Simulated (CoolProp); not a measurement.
A closed Brayton cycle with carbon dioxide: compressor inlet 316.15 K and 8 MPa, high pressure 19.6 MPa, turbine inlet 835 K, compressor efficiency 0.89, turbine efficiency 0.93, recuperator effectiveness 0.9 (on enthalpy, no pinch check). Each further row changes one setting.

Model: reference Helmholtz-energy equation of state, Span 1996, in CoolProp.

```json
[
 {"case": "as stated", "thermal efficiency (%)": "35.2", "net work (kJ/kg)": "86.0", "compressor to turbine work": "0.31", "compressor exit (K)": "384.3", "turbine exit (K)": "723.7"},
 {"case": "turbine inlet 785 K", "thermal efficiency (%)": "33.7", "net work (kJ/kg)": "77.7", "compressor to turbine work": "[?]", "compressor exit (K)": "384.3", "turbine exit (K)": "677.8"},
 {"case": "compressor inlet 326.15 K", "thermal efficiency (%)": "[?]", "net work (kJ/kg)": "79.1", "compressor to turbine work": "[?]", "compressor exit (K)": "401.9", "turbine exit (K)": "723.7"},
 {"case": "high pressure 16.7 MPa", "thermal efficiency (%)": "[?]", "net work (kJ/kg)": "73.0", "compressor to turbine work": "[?]", "compressor exit (K)": "371.9", "turbine exit (K)": "743.1"},
 {"case": "recuperator effectiveness 0.5", "thermal efficiency (%)": "21.5", "net work (kJ/kg)": "86.0", "compressor to turbine work": "0.31", "compressor exit (K)": "384.3", "turbine exit (K)": "723.7"}
]
```

Task: What belongs in the gaps?

Result: 
- turbine inlet 785 K, compressor to turbine work: 0.33
- compressor inlet 326.15 K, thermal efficiency (%): 34.6
- compressor inlet 326.15 K, compressor to turbine work: 0.36
- high pressure 16.7 MPa, thermal efficiency (%): 33.4
- high pressure 16.7 MPa, compressor to turbine work: 0.29
